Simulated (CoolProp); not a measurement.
Aqueous ethylene glycol as a coolant, at -2 °C, 1 atm.

The numbers come from the Melinder's fits for secondary coolants in CoolProp.

```json
[
 {"mass %": "12.6", "freezing point (°C)": "-4.4", "Prandtl number": "21.3", "density (kg/m³)": "1018", "conductivity (W/(m K))": "0.510", "cp (kJ/(kg K))": "3.992"},
 {"mass %": "17.5", "freezing point (°C)": "-6.6", "Prandtl number": "25.2", "density (kg/m³)": "1025", "conductivity (W/(m K))": "0.491", "cp (kJ/(kg K))": "3.904"},
 {"mass %": "22.5", "freezing point (°C)": "-9.4", "Prandtl number": "29.8", "density (kg/m³)": "1033", "conductivity (W/(m K))": "0.472", "cp (kJ/(kg K))": "3.809"},
 {"mass %": "27.5", "freezing point (°C)": "-12.7", "Prandtl number": "35.2", "density (kg/m³)": "1042", "conductivity (W/(m K))": "0.453", "cp (kJ/(kg K))": "3.706"},
 {"mass %": "32.4", "freezing point (°C)": "-16.5", "Prandtl number": "41.4", "density (kg/m³)": "1049", "conductivity (W/(m K))": "0.435", "cp (kJ/(kg K))": "[?]"},
 {"mass %": "37.4", "freezing point (°C)": "-21.1", "Prandtl number": "48.7", "density (kg/m³)": "1057", "conductivity (W/(m K))": "0.417", "cp (kJ/(kg K))": "3.486"},
 {"mass %": "42.3", "freezing point (°C)": "-26.3", "Prandtl number": "57.2", "density (kg/m³)": "1065", "conductivity (W/(m K))": "0.401", "cp (kJ/(kg K))": "3.372"},
 {"mass %": "47.3", "freezing point (°C)": "-32.4", "Prandtl number": "67.4", "density (kg/m³)": "1072", "conductivity (W/(m K))": "0.384", "cp (kJ/(kg K))": "[?]"},
 {"mass %": "52.2", "freezing point (°C)": "-39.1", "Prandtl number": "79.3", "density (kg/m³)": "1078", "conductivity (W/(m K))": "0.369", "cp (kJ/(kg K))": "[?]"},
 {"mass %": "57.2", "freezing point (°C)": "-46.6", "Prandtl number": "93.5", "density (kg/m³)": "[?]", "conductivity (W/(m K))": "[?]", "cp (kJ/(kg K))": "3.021"}
]
```

Some entries are withheld; supply them.


- 32.4, cp (kJ/(kg K)): 3.599
- 47.3, cp (kJ/(kg K)): 3.255
- 52.2, cp (kJ/(kg K)): 3.140
- 57.2, density (kg/m³): 1085
- 57.2, conductivity (W/(m K)): 0.354
